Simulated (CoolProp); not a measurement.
Vapour-liquid equilibrium of carbon dioxide (1) + R22 (2) at -10.85 °C; x and y are mole fractions of (1).

Values from CoolProp's multi-fluid Helmholtz-energy mixture model, Span 1996 and Kamei 1995; pair parameters Bell 2016.

Task: Give the bubble pressure and the first vapour's composition at x = 0.25, 0.65, 0.85. Is there an azeotrope?

Result: x = 0.25: 7.901 bar, y = 0.643; x = 0.65: 16.79 bar, y = 0.908; x = 0.85: 21.76 bar, y = 0.965. No azeotrope shows between x = 0.05 and 0.95.

Pair parameters are fitted to limited data, so mixtures are less certain than the pure fluids.
